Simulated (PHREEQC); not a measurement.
A made-up water analysis in mmol/kgw, 68 °C, pH 5.9, pe 10.1:

```tsv
constituent	mmol/kgw
Na	0.008
K	0.0073
Ca	0.00366
Mg	0.003
Cl	0.00546
S(6)	0.000429
Alkalinity (meq/kgw)	0.0222
Pb	0.000181
Br	1.48e-05
Si	3.56e-05
```

Valence states are taken as typed.

The numbers come from PHREEQC with the ion-association model, phreeqc.dat.

This is a speciation only: nothing precipitates in the calculation.

Task: Order these Pb species by the share of Pb that they hold, largest first: PbOH+, PbCO3, PbHCO3+, Pb+2.

Result: Pb+2 (95 %), PbCO3 (2.2 %), PbHCO3+ (1.7 %), PbOH+ (1.4 %)

The pH is 5.90 and the ionic strength 3.73e-5 mol/kgw. Species that the database lacks are ignored. At this temperature some constants are extrapolated from 25 °C, and those without enthalpy data are left unchanged.
